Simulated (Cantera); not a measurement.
**Silicon oxide and oxynitride deposition: HMDSO + H2O**

Charge: 1 mol HMDSO, 0.32 mol H2O, at 0.0190 bar.

Cantera equilibrium calculation (NASA polynomials, part measured and part estimated; ideal gas, pure solids and liquids). Candidate condensed phases: C, C6H6, C7H8, C8H18, H2O, Si, SiC, SiO2; 123 gas species. The feed counts by its element totals alone. Mutual solubility and eutectic melting of coexisting phases are not modelled. The tables hold silica as quartz up to 1696 K and as liquid above; real silica turns to tridymite and cristobalite and melts near 1996 K. The numbers say what is thermodynamically allowed, not how fast it happens.

```tsv
T (K)	log p H2	log p CO	log p CH4	log p H	n C(graphite)	n SiC(s)	n SiO2(α-quartz)	n SiO2(β-quartz)
825	-1.73	-10.28	-3.50	-11.96	4.51	1.34	0.660	0
975	-1.72	-7.31	-4.35	-9.80	4.64	1.34	0	0.660
1125	-1.72	-5.14	-4.98	-8.21	4.65	1.34	0	0.658
1275	-1.73	-3.49	-5.49	-7.00	4.42	1.42	0	0.579
1425	-1.78	-2.63	-5.98	-6.06	2.68	2.00	0	0
1575	-1.78	-2.63	-6.30	-5.27	2.69	2.00	0	0
1725	-1.78	-2.63	-6.56	-4.62	2.69	1.99	0	0
1875	-1.78	-2.63	-6.78	-4.07	2.69	1.99	0	0
```
log p: log10 of the partial pressure in bar; n: condensed amount in mol.

At 825 K the condensed part is C(graphite) + SiC(s) + SiO2(α-quartz). From 975 K to 1275 K the condensed part is C(graphite) + SiC(s) + SiO2(β-quartz). From 1425 K to 1875 K the condensed part is C(graphite) + SiC(s).
